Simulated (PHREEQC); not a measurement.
Make-up at 25 °C: 0.043 mol/kgw NH4HSO4. Closed to the air; pH follows from the charge balance.

Computed with PHREEQC (ion-association model, phreeqc.dat).

This is a speciation only: nothing precipitates in the calculation.

Q: What pH, density, ionic strength does the model give?

A: pH 1.70; density 1.000 g/cm³; ionic strength 0.0829 mol/kgw.

Q: In which forms is S present?

A: SO4-2 46 %, HSO4- 45 %, NH4SO4- 8.9 % of the S.

Species that the database lacks are ignored.
